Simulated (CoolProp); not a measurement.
A simple Rankine cycle with tetrahydrofuran: condensing at 327.15 K, boiler at 4.03 MPa, turbine inlet 525.1 K, turbine efficiency 0.8, pump efficiency 0.8, no recuperator. Each further row changes one setting.

The numbers come from the reference Helmholtz-energy equation of state, Fiedler 2023 in CoolProp.

```
case                             thermal efficiency (%)  net work (kJ/kg)  heat in (kJ/kg)  turbine exit temperature (K)  volume ratio over the turbine
-------------------------------  ----------------------  ----------------  ---------------  ----------------------------  -----------------------------
as stated                                    (withheld)        (withheld)              643                         388.5                           75.9
turbine inlet 545.1 K                              21.5               150       (withheld)                         417.2                           67.8
condensing temperature 319.15 K                    22.3               147              658                    (withheld)                           99.9
boiler pressure 2.82 MPa                     (withheld)               139              685                         415.0                           43.2
turbine efficiency 0.7                       (withheld)        (withheld)              643                         400.6                           78.4
```

Q: Complete the blanks.

A: 
- as stated, thermal efficiency (%): 21.3
- as stated, net work (kJ/kg): 137
- turbine inlet 545.1 K, heat in (kJ/kg): 699
- condensing temperature 319.15 K, turbine exit temperature (K): 381.6
- boiler pressure 2.82 MPa, thermal efficiency (%): 20.4
- turbine efficiency 0.7, thermal efficiency (%): 18.5
- turbine efficiency 0.7, net work (kJ/kg): 119
